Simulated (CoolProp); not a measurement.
Values from CoolProp's reference Helmholtz-energy equation of state, Akasaka 2022.

Task: For R1233zd(E), give the phase and the cp (kJ/(kg K)), Joule-Thomson coefficient (K/MPa) at 450 K and 0.256 MPa; 450 K and 0.384 MPa; 450 K and 0.512 MPa.

Result: 
- 450 K and 0.256 MPa: gas; cp 0.989, Joule-Thomson coefficient 9.48
- 450 K and 0.384 MPa: gas; cp 0.996, Joule-Thomson coefficient 9.61
- 450 K and 0.512 MPa: gas; cp 1.00, Joule-Thomson coefficient 9.74
